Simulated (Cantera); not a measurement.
A perfectly stirred reactor is fed with H₂ : O₂ = 0.046 : 1 (molar parts), equivalence ratio 0.023, at 0.0326 atm; it is held at 1025 K, and followed from long to short residence time.

Cantera simulation using GRI-Mech 3.0 (53 species, 325 reactions); the numbers are that mechanism's predictions, not measurements. Radical loss at walls, strong at low pressure, is not modelled. The temperature is held fixed by assumption; the heat of reaction is taken as removed at once.

One state of this run: x H₂ = 0.000731; x O₂ = 0.953; x HO₂ = 6.47e-6; x H₂O = 0.0439; x H₂O₂ = 2.61e-7. x: mole fraction; the columns are a selection and need not sum to one.

Q: Which value of τ (s) does it belong to?
A) 0.35
B) 0.026
C) 0.0071
D) 0.18

A: D, 0.18
